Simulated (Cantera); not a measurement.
A perfectly stirred reactor is fed with CH₄ : H₂ : O₂ : N₂ = 1 : 0.059 : 1.27 : 4.77 (molar parts), at 2030 Torr; it is adiabatic with a 650 K inlet, and is followed from long to short residence time, starting on the burning branch (τ in s: 0.19, 0.087, 0.039, 0.018, 0.0079, 0.0035, 0.0016, 0.00071, 0.00032, 0.00014, 6.4e-05, 2.9e-05).

Detailed kinetics in Cantera: GRI-Mech 3.0 (53 species, 325 reactions).

x: mole fraction; the columns are a selection and need not sum to one.

```
τ (s)    T (K)     x CH₄     x H₂      x O₂    x C₂H₄      x C₂H₆    x C₂H₂
-------  -----  --------  -------  --------  --------  ----------  --------
0.19      2095  0.000280   0.0976   3.08e-5   2.00e-7  (withheld)   2.42e-5
0.087     2096  0.000531   0.0967   6.47e-5   7.48e-7  (withheld)   8.52e-5
0.039     2097  0.000952   0.0951  0.000137   2.55e-6  (withheld)  0.000261
0.018     2099   0.00153   0.0926  0.000277   7.20e-6  (withheld)  0.000625
0.0079    2100   0.00232   0.0890  0.000572   1.88e-5  (withheld)   0.00126
0.0035    2098   0.00323   0.0846   0.00114   4.31e-5  (withheld)   0.00206
0.0016    2091   0.00427   0.0801   0.00219   8.97e-5  (withheld)   0.00286
0.00071   2072   0.00572   0.0753   0.00432  0.000188  (withheld)   0.00360
0.00032   2027   0.00833   0.0701   0.00908  0.000421  (withheld)   0.00416
0.00014    650     0.141  0.00831     0.179    <1e-12      <1e-12    <1e-12
6.4e-5     650     0.141  0.00831     0.179    <1e-12      <1e-12    <1e-12
2.9e-5     650     0.141  0.00831     0.179    <1e-12      <1e-12    <1e-12
```

### Question
Fill in the missing entries.

### Answer

- 0.19, x C₂H₆: 1.26e-8
- 0.087, x C₂H₆: 4.76e-8
- 0.039, x C₂H₆: 1.66e-7
- 0.018, x C₂H₆: 4.79e-7
- 0.0079, x C₂H₆: 1.29e-6
- 0.0035, x C₂H₆: 3.12e-6
- 0.0016, x C₂H₆: 6.98e-6
- 0.00071, x C₂H₆: 1.66e-5
- 0.00032, x C₂H₆: 4.71e-5
